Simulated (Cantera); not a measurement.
Cantera run:

```python
import numpy as np
import cantera as ct

gas_names = """
    AL ALBO2 ALCL ALCL2 ALCL3 ALO ALOCL ALO2 AL2 AL2CL6 AL2O AL2O2 B BCL BCL2 BCL3 BO BOCL BO2 B2 B2O
    B2O2 B2O3 B3O3CL3 CL CLO CL2 O O2 O3
""".split()
cond_names = """
    AL(cr) AL(L) ALCL3(s) ALCL3(L) AL2O3(a) AL2O3(L) B(b) B(L) B2O3(L)
""".split()


# ... load() reads the species with a 1 bar reference pressure and builds the phases ...
atoms = {
    'Al2O3': {'AL': 2, 'O': 3},
    'BCl3': {'B': 1, 'CL': 3},
    'O2': {'O': 2},
}
top_T = {}  # K; cautious upper limits of use, not melting points


# ... equilibrate(T, P, feed) seeds the gas with the atoms and calls Mixture.equilibrate('TP', solver="vcs", rtol=1e-11, max_steps=5000) ...
results = []
feed = {'Al2O3': 1, 'BCl3': 2.9, 'O2': 5.1}  # mol
T = 1375  # K
for P in [1, 4.2, 18, 75, 320, 1300, 5600, 24000, 100000]:
    mix = equilibrate(T, P, feed)
    results.append((T, P, feed, dict(zip(mix.species_names, mix.species_moles))))
    x = sorted(zip(gas.X, gas.species_names), reverse=True)
    print(f"T = {T:g} K  P = {P:g} Pa  gas = {mix.phase_moles(0):.4g} mol")
    print("   x: " + "  ".join(f"{s} {v:.3e}" for v, s in x if v > 0.001))
    print("   condensed (mol): " + ("  ".join(f"{mix.phase(i).name} {mix.phase_moles(i):.4g}"
          for i in range(1, mix.n_phases) if mix.phase_moles(i) > 1e-12) or "none"))
```

It prints:

```
T = 1375 K  P = 1 Pa  gas = 12.96 mol
   x: CL 6.482e-01  O2 2.266e-01  B2O3 1.063e-01  CL2 7.698e-03  BOCL 7.560e-03  BO2 3.495e-03
   condensed (mol): AL2O3(a) 1
T = 1375 K  P = 4.2 Pa  gas = 11.61 mol
   x: CL 6.734e-01  O2 2.530e-01  CL2 3.489e-02  B2O3 3.131e-02  BOCL 5.935e-03  BO2 1.362e-03
   condensed (mol): AL2O3(a) 0.9999  B2O3(L) 1.044
T = 1375 K  P = 18 Pa  gas = 10.5 mol
   x: CL 5.930e-01  O2 2.794e-01  CL2 1.160e-01  B2O3 7.307e-03  BOCL 3.544e-03
   condensed (mol): AL2O3(a) 0.9997  B2O3(L) 1.352
T = 1375 K  P = 75 Pa  gas = 9.297 mol
   x: CL 4.286e-01  O2 3.150e-01  CL2 2.524e-01  B2O3 1.754e-03  BOCL 1.740e-03
   condensed (mol): AL2O3(a) 0.9994  B2O3(L) 1.425
T = 1375 K  P = 320 Pa  gas = 8.363 mol
   x: CL2 3.904e-01  O2 3.499e-01  CL 2.580e-01
   condensed (mol): AL2O3(a) 0.9993  B2O3(L) 1.443
T = 1375 K  P = 1300 Pa  gas = 7.836 mol
   x: CL2 4.834e-01  O2 3.733e-01  CL 1.425e-01
   condensed (mol): AL2O3(a) 0.9994  B2O3(L) 1.448
T = 1375 K  P = 5600 Pa  gas = 7.55 mol
   x: CL2 5.395e-01  O2 3.874e-01  CL 7.251e-02
   condensed (mol): AL2O3(a) 0.9996  B2O3(L) 1.449
T = 1375 K  P = 24000 Pa  gas = 7.409 mol
   x: CL2 5.688e-01  O2 3.947e-01  CL 3.597e-02
   condensed (mol): AL2O3(a) 0.9997  B2O3(L) 1.45
T = 1375 K  P = 100000 Pa  gas = 7.341 mol
   x: CL2 5.834e-01  O2 3.984e-01  CL 1.784e-02
   condensed (mol): AL2O3(a) 0.9998  B2O3(L) 1.45
```

Cantera equilibrium calculation (NASA polynomials, part measured and part estimated; ideal gas, pure solids and liquids). Mutual solubility and eutectic melting of coexisting phases are not modelled. The tables' values for BOCl are old estimates; treat these amounts as uncertain. Condensed phases not in the tables: borates and borosilicate glass, alloys, solid solutions and most ternary compounds.
